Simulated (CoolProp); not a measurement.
Vapour-liquid equilibrium of R152A (1) + R227EA (2) at 55.85 °C; x and y are mole fractions of (1).

Model: multi-fluid Helmholtz-energy mixture model, Outcalt 1996 and Lemmon 2016; pair parameters Bell 2016, in CoolProp.

Problem. Give the bubble pressure and the first vapour's composition at x = 0.15, 0.55, 0.95. Is there an azeotrope?

Solution. x = 0.15: 1.091 MPa, y = 0.169; x = 0.55: 1.225 MPa, y = 0.602; x = 0.95: 1.349 MPa, y = 0.956. No azeotrope shows between x = 0.05 and 0.95.

Pair parameters are fitted to limited data, so mixtures are less certain than the pure fluids. The gap from Raoult's law changes sign with composition, which may be real or a fault of the pair parameters; it wasn't checked against measurements.
